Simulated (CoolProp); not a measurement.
Toluene at several states: Z from the reference equation and from simpler models built on Tc = 591.7 K, pc = 4126 kPa, ω = 0.266; each cubic takes its own stable root.

Computed with CoolProp (reference Helmholtz-energy equation of state, Lemmon 2006). It is a short technical equation, of lower accuracy than the large ones.

```json
[
 {"T (K)": "464", "p (kPa)": "312", "phase": "gas", "reference": "0.9340"},
 {"T (K)": "193.7", "p (kPa)": "22.6", "phase": "liquid", "reference": "0.001347"},
 {"T (K)": "318.9", "p (kPa)": "12800", "phase": "liquid", "reference": "0.5211"},
 {"T (K)": "605.5", "p (kPa)": "625", "phase": "gas", "reference": "0.9468"},
 {"T (K)": "237.9", "p (kPa)": "15300", "phase": "liquid", "reference": "0.7695"}
]
```

Q: How far does each simpler model (van der Waals, Redlich-Kwong, Soave-Redlich-Kwong, Peng-Robinson) lie from the reference over these 5 states: mean and median of the absolute difference, and the worst?

A: 
- van der Waals: mean 42.4 %, median 65.2 %, worst +74.2 % at 193.7 K and 22.6 kPa
- Redlich-Kwong: mean 9.5 %, median 13.8 %, worst +16.9 % at 193.7 K and 22.6 kPa
- Soave-Redlich-Kwong: mean 8.6 %, median 11.6 %, worst +16.0 % at 193.7 K and 22.6 kPa
- Peng-Robinson: mean 1.4 %, median 0.7 %, worst +3.6 % at 193.7 K and 22.6 kPa
